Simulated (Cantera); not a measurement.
An adiabatic, constant-pressure homogeneous reactor starts with CH4 : O2 : N2 = 1 : 5.56 : 20.9 (molar parts), equivalence ratio 0.36, at 1725 K and 3.00 bar.

Computed with Cantera and GRI-Mech 3.0 (53 species, 325 reactions).

Problem. Predict: time of steepest temperature rise; temperature at 0.100 s; equilibrium temperature; x(O2) at 0.100 s; x(HO2) at 0.100 s; x(H2) at 0.100 s; x(NO) at 0.100 s.

Solution. 
```json
{
  "time_of_steepest_temperature_rise": "64.2 µs",
  "temperature at 0.100 s": "2407 K",
  "equilibrium_temperature": "2407 K",
  "x(O2) at 0.100 s": "0.121 (gas-phase equilibrium 0.121)",
  "x(HO2) at 0.100 s": "8.01e-6 (gas-phase equilibrium 8.01e-6)",
  "x(H2) at 0.100 s": "0.000430 (gas-phase equilibrium 0.000430)",
  "x(NO) at 0.100 s": "0.0144 (gas-phase equilibrium 0.0144)"
}
```
